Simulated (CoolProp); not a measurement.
The numbers come from the reference Helmholtz-energy equation of state, Platzer 1990 in CoolProp. This equation is an older, rougher fit; its heat capacities, sound speeds and derivatives of the liquid may be far off and weren't checked against measurements.

Question: Give the vapour pressure (MPa), surface tension (mN/m), vapour viscosity (µPa s) of saturated CF4 (R14) at 182.7, 188.7, 206.9 K.

Answer: 
| T (K) | p (MPa) | surface tension (mN/m) | vapour viscosity (µPa s) |
|---|---|---|---|
| 182.7 | 0.790 | 5.64 | 11.7 |
| 188.7 | 1.01 | 4.72 | 12.4 |
| 206.9 | 1.97 | 2.15 | 14.9 |

Viscosity comes from a separate model (Huber 2003), an estimate that may be off by 10 % or more. Surface tension comes from a separate correlation (Mulero 2012).
